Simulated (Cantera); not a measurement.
A closed system holds: 1 mol TiO2, 0.79 mol MgCl2, 2.9 mol O2, 2.4 mol MgO, equilibrated at 1498.15 K and 10.0 bar.

Equilibrium computed with Cantera from the NASA thermochemical tables; the gas is ideal and each condensed phase is pure. Candidate condensed phases: Mg, MgCl2, MgO, MgTiO3, MgTi2O5, Mg2TiO4, Ti, TiCl2, TiCl3, TiCl4, TiO, TiO2, Ti2O3, Ti3O5, Ti4O7; 20 gas species. Mutual solubility and eutectic melting of coexisting phases are not modelled. Condensed phases not in the tables: alloys, solid solutions and most ternary compounds. Equilibrium is a limit: real reactors are often held back by kinetics, nucleation or transport.

Base state: O2 0.758, Cl2 0.218, MgCl2 0.0140, Cl 0.00853, ClO 0.000579 (mole fractions); condensed: MgO(s) + Mg2TiO4(s).

Question: What changes in the equilibrium state with this change: 0.041 mol H2 added?

Answer: 
```csv
species,before,after
O2,0.758,0.749
Cl2,0.218,0.205
HCl,0,0.0238
MgCl2,0.0140,0.0132
H2O,0,0.000238
HOCl,0,2.06e-5
ClO,0.000579,0.000557
"MgO(s), mol",1.14,1.15
"Mg2TiO4(s), mol",1.000,1.000
```
Further candidate phases: H2O, Mg(OH)2.
